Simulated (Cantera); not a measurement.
Input: 1 mol BF3, a varied amount of H2, 6 mol N2, equilibrated at 1073.15 K and 10.0 mbar.

These are equilibrium values from Cantera (NASA tables, ideal gas, pure condensed phases), not measurements of a reactor. Candidate condensed phases: B, BN; 31 gas species. N2 is the only nitrogen source here; it is nearly inert below about 1500 K, so the nitride shown seldom forms there in practice. The numbers say what is thermodynamically allowed, not how fast it happens.

**Question.** What share of the B ends up in condensed phases as a function of n(H2) (mol), at 1.4, 2.2, 3.5, 5.6, 9.1, 15, 23, 37, 60, 96, 150?

**Answer.** 
| n(H2) (mol) | B condensed (%) | as |
|---|---|---|
| 1.4 | 2.7 | BN(s) |
| 2.2 | 3.3 | BN(s) |
| 3.5 | 4.2 | BN(s) |
| 5.6 | 5.3 | BN(s) |
| 9.1 | 6.7 | BN(s) |
| 15 | 8.6 | BN(s) |
| 23 | 10.6 | BN(s) |
| 37 | 13.3 | BN(s) |
| 60 | 16.7 | BN(s) |
| 96 | 20.8 | BN(s) |
| 150 | 25.5 | BN(s) |
